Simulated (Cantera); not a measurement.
# Hydrocarbon pyrolysis for carbon deposition

An isothermal, constant-pressure homogeneous reactor starts with C₂H₄ : H₂ = 1 : 46 (molar parts), at 1675 K and 0.523 atm.

Computed with Cantera and GRI-Mech 3.0 (53 species, 325 reactions). GRI-Mech 3.0 was tuned for natural gas; its chemistry of ethylene as a main component is partial and can be far from experiment. GRI-Mech 3.0 stops at C3 and has no aromatics, soot or wall deposition, so with more carbon than oxygen in the feed, carbon stays in small species such as C2H2 where larger ones or solid carbon would form.

| t (s) | x C₂H₄ | x H₂ | x CH₂ | x CH₃ | x C₂H |
|---|---|---|---|---|---|
| 2.00e-6 | 0.0213 | 0.979 | <1e-12 | 3.16e-12 | <1e-12 |
| 1.29e-5 | 0.0212 | 0.979 | 4.46e-12 | 9.37e-11 | <1e-12 |
| 8.38e-5 | 0.0210 | 0.979 | 3.31e-11 | 2.12e-9 | 2.66e-12 |
| 0.000543 | 0.0192 | 0.979 | 2.77e-10 | 4.51e-8 | 1.83e-10 |
| 0.00352 | 0.00424 | 0.979 | 4.13e-10 | 5.80e-7 | 8.76e-9 |
| 0.0228 | 0.000603 | 0.979 | 4.18e-10 | 1.86e-6 | 1.77e-8 |
| 0.147 | 0.000584 | 0.978 | 1.24e-9 | 6.74e-6 | 1.64e-8 |
| 0.954 | 0.000504 | 0.975 | 4.27e-9 | 2.57e-5 | 1.35e-8 |
| 6.18 | 0.000473 | 0.974 | 5.39e-9 | 3.29e-5 | 1.25e-8 |
| 40.0 | 0.000473 | 0.974 | 5.39e-9 | 3.29e-5 | 1.25e-8 |
x: mole fraction; the columns are a selection and need not sum to one.

Equilibrium at this temperature and pressure: C₂H₄ 0.000473, H₂ 0.974, CH₂ 5.39e-9, CH₃ 3.29e-5, C₂H 1.25e-8 (gas phase only).
